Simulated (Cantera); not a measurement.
Input: 1 mol Si, 0.003 mol O2, 280 mol N2, held at 1350 K and 6.10 mbar.

Method: chemical equilibrium by Gibbs-energy minimisation in Cantera with the NASA 1993 tables (ideal gas, pure condensed phases). Candidate condensed phases: Si, SiO2, Si2N2O, Si3N4; 16 gas species. N2 is the only nitrogen source here; it is nearly inert below about 1500 K, so the nitride shown seldom forms there in practice. Mutual solubility and eutectic melting of coexisting phases are not modelled. The numbers say what is thermodynamically allowed, not how fast it happens.

Base state: N2 1.00 (mole fractions); condensed: Si2N2O(s) + Si3N4(s).

Question: What changes in the equilibrium state with this change: Si replaced by SiC?

Answer: 
```json
[
 {"species": "N2", "before": "1.00", "after": "1.000"},
 {"species": "CO", "before": "0", "after": "2.14e-5"},
 {"species": "Si2N2O(s), mol", "before": "0.00595", "after": "0"},
 {"species": "Si3N4(s), mol", "before": "0.329", "after": "0.00199"},
 {"species": "SiC(s), mol", "before": "0", "after": "0.994"}
]
```
Further candidate phases: C, SiC.
